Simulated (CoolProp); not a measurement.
Vapour-liquid equilibrium of CHF3 (R23) (1) + R143a (2) at 168.3 K; x and y are mole fractions of (1).

Computed with CoolProp (multi-fluid Helmholtz-energy mixture model, Penoncello 2003 and Lemmon and Jacobsen 2000; pair parameters Bell 2016).

### Question
Give the bubble pressure and the first vapour's composition at x = 0.05, 0.85, 0.95. Is there an azeotrope?

### Answer
x = 0.05: 0.002942 MPa, y = 0.309; x = 0.85: 0.01914 MPa, y = 0.982; x = 0.95: 0.02096 MPa, y = 0.994. No azeotrope shows between x = 0.05 and 0.95.

The pair parameters rest on a limited set of measurements; away from them the model extrapolates. The gap from Raoult's law changes sign with composition, which may be real or a fault of the pair parameters; it wasn't checked against measurements.
